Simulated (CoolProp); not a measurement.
Properties of R1234yf along the isotherm 410 K (Tc = 367.8 K, pc = 3.384 MPa, ω = 0.276).

Computed with CoolProp (reference Helmholtz-energy equation of state, Lemmon 2022).

```csv
p (MPa),phase,Prandtl number,fugacity coefficient
0.00535,gas,0.789,0.9996
0.00865,gas,0.789,0.9994
0.014,gas,0.789,0.9990
0.0226,gas,0.789,0.9984
0.0365,gas,0.789,0.9974
0.0589,gas,0.790,0.9958
0.0952,gas,0.790,0.9933
0.154,gas,0.791,0.9891
0.248,gas,0.792,0.9825
0.401,gas,0.794,0.9717
0.648,gas,0.799,0.9545
1.05,gas,0.808,0.9268
1.69,gas,0.830,0.8836
```

Viscosity comes from a separate model (Bell 2016), an estimate that may be off by 10 % or more. Thermal conductivity comes from a separate model (Perkins 2011).
